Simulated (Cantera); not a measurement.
Cantera run:

```python
import numpy as np
import cantera as ct

gas_names = [...]  # 110 gases of nasa_gas.yaml made of C, H, O
cond_names = """
    C(gr) C6H6(L) C7H8(L) C8H18(L),n-octa H2O(s) H2O(L)
""".split()


# ... load() reads the species with a 1 bar reference pressure and builds the phases ...
atoms = {
    'toluene': {'C': 7, 'H': 8},
    'O2': {'O': 2},
}
top_T = {'C(gr)': 4500}  # K; cautious upper limits of use, not melting points


# ... equilibrate(T, P, feed) seeds the gas with the atoms and calls Mixture.equilibrate('TP', solver="vcs", rtol=1e-11, max_steps=5000) ...
results = []
feed = {'toluene': 1, 'O2': 1.7}  # mol
P = 13332.2  # Pa
for T in [923, 998, 1073, 1148, 1223, 1298, 1373, 1448, 1523, 1598, 1673, 1748]:
    mix = equilibrate(T, P, feed)
    results.append((T, P, feed, dict(zip(mix.species_names, mix.species_moles))))

top = {s: max(r[3][s] / sum(r[3][g] for g in gas_names) for r in results) for s in gas_names}
cols = sorted((s for s in top if top[s] > 1e-05), key=lambda s: -top[s])[:5]
seen = [c for c in cond_names if any(r[3].get(c, 0) > 1e-12 for r in results)]
print("log10 of partial pressures in bar; condensed amounts in mol")
print(f"{'T/K':>10s}" + "".join(f"{s[:9]:>10s}" for s in cols + seen))
for T, P, feed, n in results:
    ng = sum(n[g] for g in gas_names)
    print(f"{T:10.4g}" + "".join(f"{np.log10(max(n[s] / ng * P / 1e5, 1e-99)):10.3f}" for s in cols)
          + "".join(f"{n.get(c, 0):10.4g}" for c in seen))
```

It prints:

```
log10 of partial pressures in bar; condensed amounts in mol
       T/K        H2        CO       CO2       H2O       CH4     C(gr)
       923    -1.144    -1.320    -2.142    -2.276    -2.921      4.17
       998    -1.145    -1.240    -2.708    -2.774    -3.301     3.769
      1073    -1.144    -1.220    -3.291    -3.250    -3.626     3.646
      1148    -1.143    -1.215    -3.820    -3.676    -3.910     3.613
      1223    -1.143    -1.214    -4.289    -4.053    -4.161     3.604
      1298    -1.143    -1.213    -4.702    -4.388    -4.384     3.601
      1373    -1.143    -1.213    -5.069    -4.685    -4.583       3.6
      1448    -1.142    -1.213    -5.397    -4.952    -4.762       3.6
      1523    -1.142    -1.213    -5.691    -5.191    -4.923       3.6
      1598    -1.142    -1.213    -5.955    -5.408    -5.068       3.6
      1673    -1.142    -1.213    -6.195    -5.605    -5.201     3.599
      1748    -1.143    -1.213    -6.413    -5.785    -5.322     3.599
```

Equilibrium computed with Cantera from the NASA thermochemical tables; the gas is ideal and each condensed phase is pure.
